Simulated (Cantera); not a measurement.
A closed system holds: 1 mol Cu2O, 3.7 mol CO, at 2425 K and 55000 Pa.

Equilibrium computed with Cantera from the NASA thermochemical tables; the gas is ideal and each condensed phase is pure. Candidate condensed phases: C, Cu, CuO, Cu2O; 15 gas species. Kinetics and transport are ignored.

Base state: CO 0.583, CO2 0.215, Cu 0.199, Cu2 0.00263, O 0.000163, O2 0.000148, CuO 0.000136 (mole fractions); condensed: Cu(l).

Q: What changes in the equilibrium state with this change: 0.23 mol H2O added?

A: 
```json
[
 {"species": "CO", "before": "0.583", "after": "0.534"},
 {"species": "CO2", "before": "0.215", "after": "0.216"},
 {"species": "Cu", "before": "0.199", "after": "0.199"},
 {"species": "H2O", "before": "0", "after": "0.0315"},
 {"species": "H2", "before": "0", "after": "0.0130"},
 {"species": "H", "before": "0", "after": "0.00276"},
 {"species": "OH", "before": "0", "after": "0.00126"},
 {"species": "O2", "before": "0.000148", "after": "0.000178"},
 {"species": "CuO", "before": "0.000136", "after": "0.000149"},
 {"species": "Cu(l), mol", "before": "1.05", "after": "0.991"}
]
```
Further candidate phases: C6H6, C7H8, C8H18, Cu(OH)2, H2O.

Q: What changes in the equilibrium state with this change: CO from 3.7 to 1.4 mol?

A: 
| species | before | after |
|---|---|---|
| CO2 | 0.215 | 0.551 |
| CO | 0.583 | 0.239 |
| Cu | 0.199 | 0.199 |
| O2 | 0.000148 | 0.00578 |
| CuO | 0.000136 | 0.000850 |
| O | 0.000163 | 0.00101 |
| Cu2 | 0.00263 | 0.00263 |
| Cu(l), mol | 1.05 | 1.64 |
